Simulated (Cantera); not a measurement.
Input: 1 mol Ta2O5, 3.4 mol CH4, 0.79 mol H2, equilibrated at 1950 °C and 10.0 mbar.

Method: chemical equilibrium by Gibbs-energy minimisation in Cantera with the NASA 1993 tables (ideal gas, pure condensed phases). Candidate condensed phases: C, C6H6, C7H8, C8H18, H2O, Ta, TaC, Ta2O5; 113 gas species. Mutual solubility and eutectic melting of coexisting phases are not modelled. Condensed phases not in the tables: Ta2C, N, O or C dissolved in the metal. Rates play no part.

Base state: H2 0.642, CO 0.300, H 0.0514, TaO2 0.00274, H2O 0.00252, TaO 0.000577, CO2 0.000220, OH 2.92e-5 (mole fractions); condensed: Ta(s) + Ta2O5(l).

Q: What changes in the equilibrium state with this change: Ta2O5 replaced by Fe2O3?

A: 
| species | before | after |
|---|---|---|
| H2 | 0.642 | 0.563 |
| CO | 0.300 | 0.233 |
| Fe | 0 | 0.155 |
| H | 0.0514 | 0.0481 |
| TaO2 | 0.00274 | 0 |
| C2H2 (acetylene) | <1e-9 | 0.00163 |
| TaO | 0.000577 | 0 |
| Ta(s), mol | 1.36 | 0 |
| Ta2O5(l), mol | 0.300 | 0 |
| C(graphite), mol | 0 | 0.358 |
Further candidate phases: Fe, Fe(CO)5, FeO, Fe(OH)2, Fe(OH)3, Fe2O3, Fe3O4.

Q: What changes in the equilibrium state with this change: temperature from 1950 °C to 700 °C?

A: 
```json
[
 {"species": "H2", "before": "0.642", "after": "0.979"},
 {"species": "CO", "before": "0.300", "after": "0.0196"},
 {"species": "CH4", "before": "<1e-9", "after": "0.00123"},
 {"species": "H", "before": "0.0514", "after": "1.07e-8"},
 {"species": "TaO2", "before": "0.00274", "after": "<1e-9"},
 {"species": "TaO", "before": "0.000577", "after": "<1e-9"},
 {"species": "OH", "before": "2.92e-5", "after": "<1e-9"},
 {"species": "CO2", "before": "0.000220", "after": "3.86e-6"},
 {"species": "H2O", "before": "0.00252", "after": "0.000119"},
 {"species": "Ta(s), mol", "before": "1.36", "after": "0"},
 {"species": "Ta2O5(l), mol", "before": "0.300", "after": "0"},
 {"species": "C(graphite), mol", "before": "0", "after": "3.18"},
 {"species": "TaC(s), mol", "before": "0", "after": "0.0611"},
 {"species": "Ta2O5(s), mol", "before": "0", "after": "0.969"}
]
```
TaC: taken at fixed stoichiometry. Condensed phases not in the tables: Ta2C.
